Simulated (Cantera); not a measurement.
Mixture: 2.63 % CH4, 0.736 % C2H6, 0.658 % C3H8, 19.2 % O2, 72.1 % N2, 4.73 % H2O, at 6.40 bar, adiabatic and at constant pressure. Ignition delay is the time to a rise of 400 K.

Cantera simulation using GRI-Mech 3.0 (53 species, 325 reactions); the numbers are that mechanism's predictions, not measurements. GRI-Mech 3.0 was tuned for natural gas; its chemistry of propane as a main component is partial and can be far from experiment.

Problem. Predict: delay at 1275 K; delay at 1350 K; delay at 1425 K; delay at 1500 K; delay at 1575 K; apparent activation energy between 1425 and 1575 K.

Solution. 
- delay at 1275 K = 0.300 ms
- delay at 1350 K = 0.124 ms
- delay at 1425 K = 57.7 µs
- delay at 1500 K = 29.4 µs
- delay at 1575 K = 16.3 µs
- apparent activation energy between 1425 and 1575 K = 160 kJ/mol
